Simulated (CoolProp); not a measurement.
Properties of R1224YDZ along the isobar 12.2 MPa (Tc = 428.7 K, pc = 3.334 MPa, ω = 0.325).

Values from CoolProp's reference Helmholtz-energy equation of state, Akasaka 2023.

| T (K) | phase | Z | cp (kJ/(kg K)) | isothermal compressibility (1/MPa) | expansivity (1/kK) | fugacity coefficient |
|---|---|---|---|---|---|---|
| 336.5 | liquid | 0.4963 | 1.182 | 0.003107 | 1.954 | 0.05660 |
| 347.9 | liquid | 0.4911 | 1.202 | 0.003580 | 2.057 | 0.07335 |
| 359.3 | liquid | 0.4872 | 1.222 | 0.004152 | 2.174 | 0.09289 |
| 370.7 | liquid | 0.4844 | 1.243 | 0.004847 | 2.307 | 0.1152 |
| 382.1 | liquid | 0.4829 | 1.264 | 0.005696 | 2.457 | 0.1402 |
| 393.5 | liquid | 0.4827 | 1.285 | 0.006738 | 2.625 | 0.1678 |
| 404.8 | liquid | 0.4838 | 1.307 | 0.008009 | 2.811 | 0.1974 |
| 416.2 | liquid | 0.4864 | 1.328 | 0.009593 | 3.020 | 0.2293 |
| 427.6 | liquid | 0.4907 | 1.349 | 0.01155 | 3.250 | 0.2629 |
| 439 | supercritical | 0.4967 | 1.370 | 0.01398 | 3.501 | 0.2979 |
| 450.4 | supercritical | 0.5046 | 1.391 | 0.01697 | 3.773 | 0.3338 |
| 461.8 | supercritical | 0.5146 | 1.411 | 0.02065 | 4.060 | 0.3703 |
| 473.1 | supercritical | 0.5268 | 1.429 | 0.02505 | 4.352 | 0.4066 |
